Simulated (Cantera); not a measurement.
**Gas-phase reforming**

A perfectly stirred reactor is fed with CH₄ : H₂O : H₂ = 1 : 4.3 : 0.074 (molar parts), at 0.987 atm; it is held at 1398 K, and followed from long to short residence time.

Computed with Cantera and GRI-Mech 3.0 (53 species, 325 reactions).

```json
[
 {"τ (s)": "14", "x CH₄": "0.0842", "x H₂O": "0.674", "x H₂": "0.187", "x C₂H": "2.08e-10", "x C₂H₂": "0.0236", "x OH": "1.23e-7"},
 {"τ (s)": "5.0", "x CH₄": "0.108", "x H₂O": "0.725", "x H₂": "0.129", "x C₂H": "2.15e-10", "x C₂H₂": "0.0235", "x OH": "1.37e-7"},
 {"τ (s)": "1.8", "x CH₄": "0.137", "x H₂O": "0.762", "x H₂": "0.0788", "x C₂H": "1.61e-10", "x C₂H₂": "0.0166", "x OH": "1.52e-7"},
 {"τ (s)": "0.62", "x CH₄": "0.162", "x H₂O": "0.784", "x H₂": "0.0437", "x C₂H": "8.42e-11", "x C₂H₂": "0.00820", "x OH": "1.66e-7"},
 {"τ (s)": "0.22", "x CH₄": "0.176", "x H₂O": "0.794", "x H₂": "0.0254", "x C₂H": "3.05e-11", "x C₂H₂": "0.00287", "x OH": "1.74e-7"},
 {"τ (s)": "0.078", "x CH₄": "0.182", "x H₂O": "0.798", "x H₂": "0.0175", "x C₂H": "6.70e-12", "x C₂H₂": "0.000642", "x OH": "1.72e-7"},
 {"τ (s)": "0.028", "x CH₄": "0.185", "x H₂O": "0.800", "x H₂": "0.0148", "x C₂H": "<1e-12", "x C₂H₂": "8.22e-5", "x OH": "1.56e-7"},
 {"τ (s)": "0.0099", "x CH₄": "0.186", "x H₂O": "0.800", "x H₂": "0.0141", "x C₂H": "<1e-12", "x C₂H₂": "5.49e-6", "x OH": "1.29e-7"},
 {"τ (s)": "0.0035", "x CH₄": "0.186", "x H₂O": "0.800", "x H₂": "0.0139", "x C₂H": "<1e-12", "x C₂H₂": "2.59e-7", "x OH": "1.01e-7"}
]
```
x: mole fraction; the columns are a selection and need not sum to one.
